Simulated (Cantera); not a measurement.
A closed system holds: 1 mol Si, 1.9 mol Cl2, 0.5 mol H2, held at 6.20 bar.

These are equilibrium values from Cantera (NASA tables, ideal gas, pure condensed phases), not measurements of a reactor. Candidate condensed phases: Si; 19 gas species. Equilibrium is a limit: real reactors are often held back by kinetics, nucleation or transport.

**Question.** At 600 K, list the 5 most abundant gas species with their mole fractions, and the condensed phases.

**Answer.** SiCl4 0.573, H2 0.286, SiHCl3 0.139, SiH2Cl2 0.00170, HCl 3.23e-5. Condensed: gas only.
